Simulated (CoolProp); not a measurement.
Vapour-liquid equilibrium of methanol (1) + water (2) at 138.35 °C; x and y are mole fractions of (1).

The numbers come from the multi-fluid Helmholtz-energy mixture model, de Reuck 1993 and Wagner 2002; pair parameters Bell 2016 in CoolProp.

### Question
Give the bubble pressure and the first vapour's composition at x = 0.05, 0.65, 0.95. Is there an azeotrope?

### Answer
x = 0.05: 3.961 bar, y = 0.163; x = 0.65: 8.352 bar, y = 0.818; x = 0.95: 10.15 bar, y = 0.974. No azeotrope shows between x = 0.05 and 0.95.

Pair parameters are fitted to limited data, so mixtures are less certain than the pure fluids.
